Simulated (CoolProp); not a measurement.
A Linde-Hampson liquefier for methane: isothermal reversible compression at 290 K from 1 atm to 20 MPa, throttling to 1 atm, return gas leaving the recuperator 0 K below the feed. Each further row changes one setting.

Computed with CoolProp (reference Helmholtz-energy equation of state, Setzmann 1991).

```csv
case,liquid yield per pass,compression work (kJ/kg of gas)
as stated,?,747
high pressure 40 MPa,?,?
warm-end temperature 320 K,?,?
warm-end gap 5 K,?,747
```

Problem. What belongs in the gaps?

Solution. 
- as stated, liquid yield per pass: 0.216
- high pressure 40 MPa, liquid yield per pass: 0.267
- high pressure 40 MPa, compression work (kJ/kg of gas): 840
- warm-end temperature 320 K, liquid yield per pass: 0.161
- warm-end temperature 320 K, compression work (kJ/kg of gas): 842
- warm-end gap 5 K, liquid yield per pass: 0.206
